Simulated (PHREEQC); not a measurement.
Solution (22 °C): 0.3 mol/kgw NaBr and 8.8e-05 mol/kgw Na2SO4. Closed to the air; pH follows from the charge balance.

Equilibrium calculation in PHREEQC: ion-association model, phreeqc.dat.

```json
[
 {"quantity": "SO4-2 (mol/kgw)", "before": "6.39e-5", "after": "6.54e-5"},
 {"quantity": "NaSO4- (mol/kgw)", "before": "2.41e-5", "after": "2.26e-5"},
 {"quantity": "HSO4- (mol/kgw)", "before": "1.92e-10", "after": "6.93e-11"}
]
```

Task: What was changed between the two runs?
A. temperature from 22 to 5 °C
B. NaBr from 0.3 to 0.03 mol/kgw
C. 0.0039 mol/kgw K2SO4 added
D. Na2SO4 from 8.8e-05 to 0.000176 mol/kgw
E. diluted 5-fold with water

Result: A, temperature from 22 to 5 °C

This is a speciation only: nothing precipitates in the calculation. Constants without temperature data keep their 25 °C values here.
